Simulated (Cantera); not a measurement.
Standard-state values (1 bar) from the NASA 1993 polynomials, evaluated with Cantera. Values are per mole of reaction as written; species without (g) are pure solids or liquids, kept so even where they would boil at 1 bar.

Task: Between 300 and 1898 K, where is each reaction favourable under standard conditions?
- Nb2O5 + 5 NO(g) = 5 NO2(g) + 2 Nb

Result: 
- Nb2O5 + 5 NO(g) = 5 NO2(g) + 2 Nb: ΔG° is 1589 kJ at 300 K and 1528 kJ at 1898 K; it stays positive (K < 1). ΔH° is 1463 kJ and ΔS° -34 J/K at 1898 K.
